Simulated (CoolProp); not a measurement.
Saturation properties of ethane.

The numbers come from the reference Helmholtz-energy equation of state, Bücker 2006 in CoolProp.

```csv
T (K),p (kPa),vapour density (kg/m³),enthalpy of vaporisation (kJ/kg),vapour viscosity (µPa s),liquid conductivity (mW/(m K))
243.1,1063,19.18,388.9,8.02,115
246.2,1165,21.06,381.7,8.16,112
249.3,1275,23.11,374.1,8.31,110
252.3,1388,25.25,366.5,8.46,107
255.4,1513,27.64,358.3,8.62,105
258.5,1645,30.24,349.7,8.79,102
261.6,1785,33.07,340.7,8.97,99.9
264.7,1934,36.15,331.2,9.16,97.5
267.8,2092,39.51,321.2,9.37,95.0
270.9,2259,43.19,310.6,9.59,92.6
274,2436,47.25,299.4,9.83,90.1
277.1,2623,51.73,287.4,10.1,87.7
280.2,2820,56.71,274.6,10.4,85.3
283.3,3028,62.30,260.7,10.7,82.8
286.3,3239,68.42,246.1,11.1,80.5
```

It boils at 184.6 K under 1 atm.

Viscosity comes from a separate model (Friend 1991). Thermal conductivity comes from a separate model (Friend 1991).
